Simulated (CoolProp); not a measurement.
Saturation properties of decamethyltetrasiloxane (MD2M) (Tc = 326.2 °C, pc = 1.144 MPa, ω = 0.635).

The numbers come from the reference Helmholtz-energy equation of state, Thol 2017 in CoolProp.

| T (°C) | p (MPa) | vapour density (kg/m³) | surface tension (mN/m) |
|---|---|---|---|
| 195.05 | 0.1028 | 8.867 | 5.35 |
| 212.25 | 0.1530 | 13.10 | 4.39 |
| 229.55 | 0.2206 | 18.91 | 3.48 |
| 246.75 | 0.3085 | 26.76 | 2.64 |
| 263.95 | 0.4209 | 37.49 | 1.87 |
| 281.15 | 0.5629 | 52.55 | 1.19 |
| 298.45 | 0.7421 | 75.46 | 0.600 |
| 315.65 | 0.9678 | 118.6 | 0.154 |

It boils at 194.4 °C under 1 atm.

Surface tension comes from a separate correlation (Mulero 2014), older than this fluid's equation and unchecked against measurements.
